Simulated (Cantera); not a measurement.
A jet of 3.77 % CH₄, 8.55 % O₂, 87.7 % N₂ at 300 K and 18.8 Torr hits a platinum plate 8.6 cm away at a mass flux of 0.054 kg/m²/s; the plate temperature is set and raised in steps from an oxygen-covered start.

Model: Deutschmann's 1995 Pt surface mechanism with GRI-Mech 3.0 gas chemistry, integrated in Cantera. Catalytic surfaces can have several steady states; this one follows from the mechanism file's or the stated starting coverage.

One state of this run: wall x CH₄ = 0.00711; wall x O₂ = 0.0207; wall x H₂O = 0.0561; wall x OH = 1.15e-5; wall x CO = 4.35e-5; wall x CO₂ = 0.0374; θ free Pt = 0.834; θ O* = 0.165. x: mole fraction at the wall; θ: surface coverage.

Task: Which value of plate T (K) does it belong to?
A. 1250
B. 1000
C. 1050
D. 1100

Result: A, 1250
